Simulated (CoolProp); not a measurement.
Ammonia along the isotherm 492.4 K: fugacity coefficient from the reference equation and from simpler models built on Tc = 405.6 K, pc = 11.36 MPa, ω = 0.256; each cubic takes its own stable root.

Model: reference Helmholtz-energy equation of state, Gao 2020, in CoolProp.

| p (MPa) | phase | reference |
|---|---|---|
| 12.5 | supercritical | 0.8118 |
| 25 | supercritical | 0.6522 |
| 37.5 | supercritical | 0.5405 |
| 50 | supercritical | 0.4745 |
| 62.5 | supercritical | 0.4352 |
| 75 | supercritical | 0.4112 |
| 87.5 | supercritical | 0.3968 |
| 100 | supercritical | 0.3889 |

**Question.** How far does each simpler model (van der Waals, Redlich-Kwong, Peng-Robinson) lie from the reference over these 8 states: mean and median of the absolute difference, and the worst?

**Answer.** 
- van der Waals: mean 9.9 %, median 6.1 %, worst +26.9 % at 492.4 K and 100 MPa
- Redlich-Kwong: mean 5.6 %, median 4.5 %, worst +13.6 % at 492.4 K and 100 MPa
- Peng-Robinson: mean 7.0 %, median 7.3 %, worst +14.1 % at 492.4 K and 100 MPa
